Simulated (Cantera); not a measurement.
Feed: 1 mol V2O3, 40 mol H2, 0.11 mol H2O, held at 1400 Pa.

These are equilibrium values from Cantera (NASA tables, ideal gas, pure condensed phases), not measurements of a reactor. Candidate condensed phases: H2O, V, VO, V2O3, V2O4, V2O5; 12 gas species. Mutual solubility and eutectic melting of coexisting phases are not modelled. VO: taken at fixed stoichiometry. Condensed phases not in the tables: the oxides between V2O3 and V2O5 other than VO2. Kinetics and transport are ignored.

Task: What share of the V ends up in condensed phases as a function of T (K), at 1423, 1498, 1573, 1648, 1723, 1798, 1873, 1948, 2023, 2098, 2173, 2248?

Result: 
```csv
T (K),V condensed (%),as
1423,100.0,V2O3(s)
1498,100.0,VO(s) + V2O3(s)
1573,100.0,VO(s) + V2O3(s)
1648,100.0,VO(s) + V2O3(s)
1723,100.0,VO(s) + V2O3(s)
1798,99.9,VO(s) + V2O3(s)
1873,99.7,VO(s) + V2O3(s)
1948,99.0,VO(s) + V2O3(s)
2023,97.2,VO(s)
2098,93.8,VO(l)
2173,87.7,VO(l)
2248,77.3,VO(l)
```
